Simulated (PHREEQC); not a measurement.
Solution (3.4 °C): 0.0091 mol KOH and 0.0013 mol NaHCO3 per kg of water. Closed to the air; pH follows from the charge balance.

All values are PHREEQC results (ion-association model, phreeqc.dat), not measurements.

Problem. The ionic strength comes out as 0.0117 mol/kgw. What activity coefficients do Na+, OH-, CO3-2, NaCO3-, HCO3- get?

Solution. Na+ 0.90, OH- 0.90, CO3-2 0.66, NaCO3- 0.90, HCO3- 0.90.

No solid was allowed to form. Species that the database lacks are ignored. Away from 25 °C the constants follow the database's enthalpies or fits; those with neither stay at their 25 °C values.
